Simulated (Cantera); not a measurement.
A freely propagating, adiabatic, planar premixed flame of CO : H₂ : O₂ : N₂ = 1 : 0.077 : 0.612 : 2.3 (molar parts), equivalence ratio 0.88, unburnt at 500 K and 140000 Pa; mixture-averaged transport, grid criteria slope 0.08 and curve 0.16, no radiation.

Computed with Cantera and GRI-Mech 3.0 (53 species, 325 reactions). Burning velocities carry a grid error of a few per cent, more on coarse grids.

### Question
What does this change do: inlet temperature 500 to 375 K?

### Answer
```json
[
 {"quantity": "laminar burning velocity", "before": "84.7 cm/s", "after": "51.1 cm/s"},
 {"quantity": "thermal thickness", "before": "0.570 mm", "after": "0.539 mm"}
]
```
